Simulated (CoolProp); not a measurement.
Vapour-liquid equilibrium of n-hexane (1) + toluene (2) at 23.15 °C; x and y are mole fractions of (1).

The numbers come from the multi-fluid Helmholtz-energy mixture model, Thol 2019 and Lemmon 2006; pair parameters Bell 2016 in CoolProp.

```csv
x,"bubble pressure, mixture model (MPa)","bubble pressure, Raoult's law (MPa)","y, mixture model","y, Raoult's law"
0.05,0.004789,0.004208,0.314,0.221
0.2,0.007985,0.006480,0.644,0.574
0.35,0.01040,0.008752,0.767,0.744
0.5,0.01242,0.01102,0.839,0.843
0.65,0.01426,0.01330,0.893,0.909
0.8,0.01607,0.01557,0.940,0.956
0.95,0.01795,0.01784,0.985,0.990
```

The largest gap from Raoult's law is +23.2 % in bubble pressure, at x = 0.2. No azeotrope shows between x = 0.05 and 0.95.

The pair parameters rest on a limited set of measurements; away from them the model extrapolates.
